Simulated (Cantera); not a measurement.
# Reactions in the system C-H-Si

Standard-state values (1 bar) from the NASA 1993 polynomials, evaluated with Cantera. Values are per mole of reaction as written; species without (g) are pure solids or liquids, kept so even where they would boil at 1 bar.

Si + 2 C₃H₈(g) = 4 CH₄(g) + SiC₂(g)

| T (K) | ΔH° (kJ) | ΔS° (J/K) | ΔG° (kJ) | log10 K |
|---|---|---|---|---|
| 300 | 526.1 | 422.9 | 399.2 | -69.50 |
| 473 | 526.9 | 425.6 | 325.6 | -35.96 |
| 498 | 526.6 | 425.1 | 315.0 | -33.03 |
| 523 | 526.3 | 424.5 | 304.3 | -30.40 |
| 548 | 526.0 | 423.8 | 293.7 | -28.00 |
| 573 | 525.6 | 423.1 | 283.1 | -25.81 |
| 598 | 525.1 | 422.4 | 272.6 | -23.81 |
| 623 | 524.7 | 421.6 | 262.0 | -21.97 |
| 648 | 524.2 | 420.8 | 251.5 | -20.27 |
| 673 | 523.6 | 420.0 | 241.0 | -18.70 |
